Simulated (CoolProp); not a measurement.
R141b at 495 K and 5.95 MPa flows at 0.95 m/s in a round tube of 20 mm bore and 45 µm roughness, fully developed (64/Re and Nu = 3.66 if laminar; Colebrook and Gnielinski if turbulent). Each further row changes one setting.

Model: reference Helmholtz-energy equation of state, Lemmon 2006, in CoolProp. It is a short technical equation, of lower accuracy than the large ones.

```json
[
 {"case": "as stated", "Reynolds number": "[?]", "Darcy friction factor": "0.0249", "pressure drop (Pa/m)": "333", "heat-transfer coefficient (W/(m² K))": "[?]", "mass flow (kg/h)": "638"},
 {"case": "velocity 1.9 m/s", "Reynolds number": "473000", "Darcy friction factor": "[?]", "pressure drop (Pa/m)": "1310", "heat-transfer coefficient (W/(m² K))": "6250", "mass flow (kg/h)": "[?]"},
 {"case": "diameter 40 mm", "Reynolds number": "473000", "Darcy friction factor": "[?]", "pressure drop (Pa/m)": "[?]", "heat-transfer coefficient (W/(m² K))": "[?]", "mass flow (kg/h)": "[?]"}
]
```

Q: Some entries are withheld; supply them.

A: 
- as stated, Reynolds number: 236000
- as stated, heat-transfer coefficient (W/(m² K)): 3160
- velocity 1.9 m/s, Darcy friction factor: 0.0245
- velocity 1.9 m/s, mass flow (kg/h): 1280
- diameter 40 mm, Darcy friction factor: 0.0208
- diameter 40 mm, pressure drop (Pa/m): 139
- diameter 40 mm, heat-transfer coefficient (W/(m² K)): 2730
- diameter 40 mm, mass flow (kg/h): 2550

Viscosity comes from a separate model (Huber 2003), an estimate that may be off by 10 % or more. Thermal conductivity comes from a separate model (Huber 2003), an estimate that may be off by 10 % or more.
